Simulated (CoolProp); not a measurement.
Values from CoolProp's reference Helmholtz-energy equation of state, Lemmon 2006. It is a short technical equation, of lower accuracy than the large ones.

Task: Give the vapour pressure (bar), liquid density (kg/m³), vapour Z of saturated CH3F (R41) at 217.6 K.

Result: 
```csv
T (K),p (bar),liquid density (kg/m³),vapour Z
217.6,3.08,831,0.915
```
